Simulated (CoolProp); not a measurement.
Properties of R1233zd(E) along the isotherm 450 K (Tc = 438.9 K, pc = 3.583 MPa, ω = 0.304).

Model: reference Helmholtz-energy equation of state, Akasaka 2022, in CoolProp.

```csv
p (MPa),phase,density (kg/m³),fugacity coefficient
1.28,gas,51.07,0.8860
2.56,gas,124.1,0.7761
3.84,supercritical,282.1,0.6653
5.12,supercritical,694.1,0.5460
6.4,supercritical,(withheld),0.4640
7.68,supercritical,818.0,0.4090
8.96,supercritical,849.0,0.3698
10.2,supercritical,872.6,0.3416
11.5,supercritical,893.2,(withheld)
12.8,supercritical,(withheld),0.3013
14.1,supercritical,(withheld),0.2874
15.4,supercritical,940.4,0.2762
16.6,supercritical,952.0,0.2678
17.9,supercritical,963.7,0.2604
```

Task: What belongs in the gaps?

Result: 
- 6.4, density (kg/m³): 774.2
- 11.5, fugacity coefficient: 0.3189
- 12.8, density (kg/m³): 910.9
- 14.1, density (kg/m³): 926.5
